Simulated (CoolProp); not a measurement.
cis-2-butene along the isobar 0.431 MPa: Z from the reference equation and from simpler models built on Tc = 162.6 °C, pc = 4.236 MPa, ω = 0.202; each cubic takes its own stable root.

The numbers come from the reference Helmholtz-energy equation of state, Lemmon 2005 in CoolProp. It is a short technical equation, of lower accuracy than the large ones.

```csv
T (°C),phase,reference,van der Waals,Soave-Redlich-Kwong
-129.55,liquid,0.02595,0.04332,0.02900
-106.45,liquid,0.02306,0.03819,0.02549
-83.25,liquid,0.02091,0.03439,0.02290
-60.15,liquid,0.01926,0.03152,0.02095
-36.95,liquid,0.01799,0.02931,0.01947
-13.85,liquid,0.01700,0.02763,0.01836
9.25,liquid,0.01624,0.9097,0.01755
32.45,liquid,0.01569,0.9257,0.01702
55.55,gas,0.9007,0.9379,0.9121
78.75,gas,0.9234,0.9474,0.9291
101.85,gas,0.9391,0.9550,0.9421
124.95,gas,0.9506,0.9612,0.9522
148.15,gas,0.9593,0.9663,0.9603
171.25,gas,0.9660,0.9705,0.9668
194.45,gas,0.9714,0.9740,0.9722
```

At some of these states van der Waals gives the other phase, because its saturation line lies elsewhere.
